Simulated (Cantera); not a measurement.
**Thermodynamics of carbon deposition, reforming and gasification, feed C2H5OH + O2 + N2**

A closed system holds: 1 mol C2H5OH, 0.076 mol O2, 0.69 mol N2, equilibrated at 1598.15 K.

Method: chemical equilibrium by Gibbs-energy minimisation in Cantera with the NASA 1993 tables (ideal gas, pure condensed phases). Candidate condensed phases: C, C6H6, C7H8, C8H18, H2O; 136 gas species. The ideal-gas law is rough above about 30 bar. The numbers say what is thermodynamically allowed, not how fast it happens.

From 0.000100 bar to 100 bar the condensed part is C(graphite). The main C-bearing gas is CO throughout.

```json
[
 {"P (Pa)": "10", "x H2": "0.616", "x CO": "0.237", "x N2": "0.142", "x CH4": "6.24e-8", "x H2O": "1.29e-8", "n C(graphite)": "0.845"},
 {"P (Pa)": "56", "x H2": "0.618", "x CO": "0.238", "x N2": "0.142", "x CH4": "3.52e-7", "x H2O": "7.27e-8", "n C(graphite)": "0.845"},
 {"P (Pa)": "320", "x H2": "0.619", "x CO": "0.238", "x N2": "0.142", "x CH4": "2.02e-6", "x H2O": "4.16e-7", "n C(graphite)": "0.845"},
 {"P (Pa)": "1800", "x H2": "0.619", "x CO": "0.238", "x N2": "0.142", "x CH4": "1.13e-5", "x H2O": "2.34e-6", "n C(graphite)": "0.845"},
 {"P (Pa)": "10000", "x H2": "0.619", "x CO": "0.238", "x N2": "0.142", "x CH4": "6.31e-5", "x H2O": "1.30e-5", "n C(graphite)": "0.845"},
 {"P (Pa)": "56000", "x H2": "0.619", "x CO": "0.238", "x N2": "0.142", "x CH4": "0.000353", "x H2O": "7.29e-5", "n C(graphite)": "0.844"},
 {"P (Pa)": "320000", "x H2": "0.616", "x CO": "0.238", "x N2": "0.143", "x CH4": "0.00200", "x H2O": "0.000415", "n C(graphite)": "0.837"},
 {"P (Pa)": "1800000", "x H2": "0.604", "x CO": "0.238", "x N2": "0.144", "x CH4": "0.0108", "x H2O": "0.00229", "n C(graphite)": "0.806"},
 {"P (Pa)": "10000000", "x H2": "0.547", "x CO": "0.238", "x N2": "0.151", "x CH4": "0.0492", "x H2O": "0.0115", "n C(graphite)": "0.680"}
]
```
x: gas mole fraction; n: condensed amount in mol.
